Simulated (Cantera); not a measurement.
Charge: 1 mol SiHCl₃, 0.31 mol Cl₂, 35 mol N₂, equilibrated at 75.0 Torr.

Equilibrium computed with Cantera from the NASA thermochemical tables; the gas is ideal and each condensed phase is pure. Candidate condensed phases: NH₄Cl, Si, Si₃N₄; 28 gas species. N₂ is the only nitrogen source here; it is nearly inert below about 1500 K, so the nitride shown seldom forms there in practice. The tables' values for SiCl₃ are old estimates; treat these amounts as uncertain. Kinetics and transport are ignored. All values below are at 1025 °C.

Base state: N₂ 0.955, HCl 0.0251, SiCl₄ 0.0175, H₂ 0.00115, SiCl₃ 0.00111, SiCl₂ 0.000421, SiHCl₃ 3.63e-5 (mole fractions); condensed: Si₃N₄(s).

Task: What changes in the equilibrium state with this change: pressure from 75.0 Torr to 9.75 Torr?

Result: 
```json
[
 {"species": "N₂", "before": "0.955", "after": "0.953"},
 {"species": "HCl", "before": "0.0251", "after": "0.0255"},
 {"species": "SiCl₄", "before": "0.0175", "after": "0.0155"},
 {"species": "SiCl₂", "before": "0.000421", "after": "0.00217"},
 {"species": "SiCl₃", "before": "0.00111", "after": "0.00237"},
 {"species": "SiHCl₃", "before": "3.63e-5", "after": "2.48e-5"},
 {"species": "H₂", "before": "0.00115", "after": "0.000905"},
 {"species": "Si₃N₄(s), mol", "before": "0.102", "after": "0.0889"}
]
```

Task: What changes in the equilibrium state with this change: SiHCl₃ replaced by Si₃H₈?

Result: 
```csv
species,before,after
N₂,0.955,0.884
H₂,0.00115,0.0989
HCl,0.0251,0.0166
SiCl₄,0.0175,4.82e-7
SiCl₂,0.000421,2.27e-6
SiCl₃,0.00111,4.27e-7
SiHCl₃,3.63e-5,1.29e-7
"Si₃N₄(s), mol",0.102,1.000
```
The feed counts by its element totals alone.
